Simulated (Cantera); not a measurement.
Adiabatic ignition

An adiabatic, constant-pressure homogeneous reactor starts with CH4 : O2 : N2 : CO2 = 1 : 5.13 : 19.3 : 2.5 (molar parts), at 1600 K and 0.543 atm.

Detailed kinetics in Cantera: GRI-Mech 3.0 (53 species, 325 reactions).

| t (s) | T (K) | x CH4 | x O2 | x CO2 | x CH3 | x N2O | x OH | x C2H4 |
|---|---|---|---|---|---|---|---|---|
| 1.00e-6 | 1600 | 0.0358 | 0.184 | 0.0895 | 9.74e-8 | <1e-12 | 9.31e-9 | <1e-12 |
| 2.55e-6 | 1600 | 0.0358 | 0.184 | 0.0895 | 2.93e-7 | <1e-12 | 3.32e-8 | <1e-12 |
| 6.52e-6 | 1600 | 0.0358 | 0.184 | 0.0895 | 9.30e-7 | 1.32e-12 | 6.47e-8 | 1.90e-12 |
| 1.66e-5 | 1600 | 0.0358 | 0.184 | 0.0895 | 2.77e-6 | 5.39e-12 | 8.89e-8 | 6.31e-11 |
| 4.25e-5 | 1600 | 0.0358 | 0.184 | 0.0895 | 8.19e-6 | 2.62e-11 | 1.51e-7 | 1.62e-9 |
| 0.000108 | 1600 | 0.0358 | 0.184 | 0.0895 | 2.75e-5 | 1.39e-10 | 3.76e-7 | 4.48e-8 |
| 0.000277 | 1600 | 0.0356 | 0.184 | 0.0895 | 0.000133 | 7.36e-10 | 1.79e-6 | 2.18e-6 |
| 0.000707 | 1744 | 0.0156 | 0.161 | 0.0890 | 0.00194 | 2.76e-8 | 0.000604 | 0.000829 |
| 0.00181 | 2173 | <1e-12 | 0.113 | 0.114 | <1e-12 | 3.23e-7 | 0.00749 | <1e-12 |
| 0.00461 | 2246 | <1e-12 | 0.112 | 0.120 | <1e-12 | 3.39e-7 | 0.00535 | <1e-12 |
| 0.0118 | 2253 | <1e-12 | 0.112 | 0.121 | <1e-12 | 3.31e-7 | 0.00504 | <1e-12 |
| 0.0300 | 2252 | <1e-12 | 0.111 | 0.121 | <1e-12 | 3.31e-7 | 0.00502 | <1e-12 |
| 0.0767 | 2249 | <1e-12 | 0.110 | 0.121 | <1e-12 | 3.31e-7 | 0.00496 | <1e-12 |
| 0.196 | 2244 | <1e-12 | 0.109 | 0.121 | <1e-12 | 3.38e-7 | 0.00485 | <1e-12 |
| 0.500 | 2240 | <1e-12 | 0.108 | 0.121 | <1e-12 | 3.49e-7 | 0.00475 | <1e-12 |
x: mole fraction; the columns are a selection and need not sum to one.

The time of steepest temperature rise is 0.730 ms. The temperature at 0.500 s is 2240 K and the equilibrium temperature is 2238 K. The x(CH4) at 0.500 s comes out as <1e-12 (gas-phase equilibrium <1e-12), the x(O2) at 0.500 s comes out as 0.108 (gas-phase equilibrium 0.107) and the x(CO2) at 0.500 s comes out as 0.121 (gas-phase equilibrium 0.121).
